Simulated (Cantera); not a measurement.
Input: 1 mol Si, 2.1 mol F2, 33 mol H2, held at 548.15 K and 0.00133 bar.

These are equilibrium values from Cantera (NASA tables, ideal gas, pure condensed phases), not measurements of a reactor. Candidate condensed phases: Si; 25 gas species. Kinetics and transport are ignored.

**Question.** What is the equilibrium state?

**Answer.** 
```
Quantity                              Value
--------------------------------  ---------
x(H2)                                 0.965
x(SiF4)                              0.0293
x(HF)                               0.00587
gas amount                        34.10 mol
log10 activity of Si(s) (absent)     -30.90
```
